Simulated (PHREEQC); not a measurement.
0.01 g of hydrous ferric oxide (600 m²/g; 0.2 weak and 0.005 strong sites per Fe, Dzombak-Morel constants, diffuse double layer) in 1 kg of water with 0.005 mol/kgw of an inert sodium salt, at 25 °C; the pH is set by adding NaOH or the inert anion's acid. Oxygen is held at 0.21 atm. The system is closed to CO2. No solid was allowed to form.

Base run: PHREEQC, ion-association model, wateq4f.dat. Each further column changes one thing. The table gives surface charge σ (C/m²).

```csv
pH,base,background salt from 0.005 to 0.0005 mol/kgw,oxide from 0.01 to 0.05 g/kgw,2.2e-05 mol/kgw CaCl2 added
3,0.302,0.237,0.302,0.303
3.5,0.242,0.152,0.242,0.242
4.5,0.131,0.061,0.131,0.131
5,0.090,0.038,0.090,0.091
6,0.037,0.014,0.038,0.038
6.5,0.023,0.008,0.023,0.023
7.5,0.006,0.002,0.006,0.006
8,0.001,0.000,0.001,0.001
9,-0.009,-0.003,-0.009,-0.007
9.5,-0.018,-0.006,-0.018,-0.009
10.5,-0.050,-0.023,-0.050,-0.011
11,-0.081,-0.049,-0.081,-0.013
```

The oxide is taken as insoluble; below pH 4 it would dissolve.
